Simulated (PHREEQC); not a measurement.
PHREEQC input (ion-association model, wateq4f.dat):

```
SOLUTION 1
  temp 25
  units mol/kgw
  pH 7 charge
END
SELECTED_OUTPUT 1
  -reset false
  -pH true
  -pe true
  -ionic_strength true
  -water true
  -totals C Fe K S C(-4) C(4) Fe(2) Fe(3) S(-2) S(6)
  -molalities H+ CO3-2 Fe+2 K+ SO4-2 Fe+3 FeOH+2 FeOH+ Fe(OH)3- FeSO4+
    FeSO4 CO2 HCO3- KSO4- HSO4- H2S HS- S-2 O2 Fe(OH)2+
    Fe(OH)3 Fe(OH)4- Fe(OH)2 FeHSO4+ OH- FeHSO4+2 Fe(SO4)2- Fe2(OH)2+4 Fe3(OH)4+5 Fe(HS)2
    Fe(HS)3- FeHCO3+ FeCO3
  -equilibrium_phases Jarosite-K Fe(OH)3(a)
PRINT
  -reset false
USE solution 1
EQUILIBRIUM_PHASES 1
  Jarosite-K 0 0.1
  Fe(OH)3(a) 0 0
  O2(g) -0.68 10
  CO2(g) -5 10
END
# ... the last block is repeated for the other 10 points of log pCO2 (atm)
```

Selected output (columns that matter, 11 of 11 rows; log pCO2 (atm) added in front):

```
log pCO2 (atm)	pH	mu	C	Fe	K	S	m_H+	m_K+	m_SO4-2	m_FeOH+2	m_CO2	m_Fe(OH)2+	Jarosite-K	Fe(OH)3(a)
-5	3.8916	0.0003531	3.4163e-07	3.1242e-05	5.7802e-05	0.0001156	0.00013105	5.776e-05	0.00011403	9.0139e-06	3.4043e-07	2.1809e-05	0.099942	0.00014216
-4.5	3.8916	0.0003531	1.0803e-06	3.1242e-05	5.7802e-05	0.0001156	0.00013105	5.7759e-05	0.00011403	9.014e-06	1.0765e-06	2.1809e-05	0.099942	0.00014216
-4	3.8916	0.00035311	3.4163e-06	3.1243e-05	5.78e-05	0.0001156	0.00013105	5.7758e-05	0.00011403	9.0145e-06	3.4043e-06	2.181e-05	0.099942	0.00014216
-3.5	3.8916	0.00035311	1.0803e-05	3.1246e-05	5.7796e-05	0.00011559	0.00013106	5.7754e-05	0.00011402	9.0158e-06	1.0765e-05	2.1811e-05	0.099942	0.00014214
-3	3.8915	0.00035312	3.4163e-05	3.1255e-05	5.7783e-05	0.00011557	0.00013109	5.7741e-05	0.000114	9.0199e-06	3.4043e-05	2.1816e-05	0.099942	0.0001421
-2.5	3.8912	0.00035315	0.00010803	3.1284e-05	5.7743e-05	0.00011549	0.00013119	5.77e-05	0.00011391	9.0328e-06	0.00010765	2.1832e-05	0.099942	0.00014194
-2	3.8902	0.00035324	0.00034163	3.1377e-05	5.7614e-05	0.00011523	0.00013148	5.7572e-05	0.00011366	9.0739e-06	0.00034043	2.1881e-05	0.099942	0.00014146
-1.5	3.8871	0.00035354	0.0010803	3.167e-05	5.7214e-05	0.00011443	0.00013242	5.7172e-05	0.00011285	9.2035e-06	0.0010765	2.2037e-05	0.099943	0.00013997
-1	3.8777	0.00035462	0.0034159	3.2586e-05	5.6004e-05	0.00011201	0.00013532	5.5965e-05	0.00011043	9.6128e-06	0.0034043	2.2521e-05	0.099944	0.00013543
-0.5	3.8506	0.00035895	0.0108	3.5405e-05	5.2666e-05	0.00010533	0.00014406	5.2631e-05	0.00010373	1.09e-05	0.010765	2.3978e-05	0.099947	0.00012259
0	3.7833	0.00037805	0.034137	4.3707e-05	4.526e-05	9.0521e-05	0.0001683	4.5235e-05	8.8845e-05	1.4906e-05	0.034043	2.8025e-05	0.099955	9.2074e-05
```

Species that the database lacks are ignored.
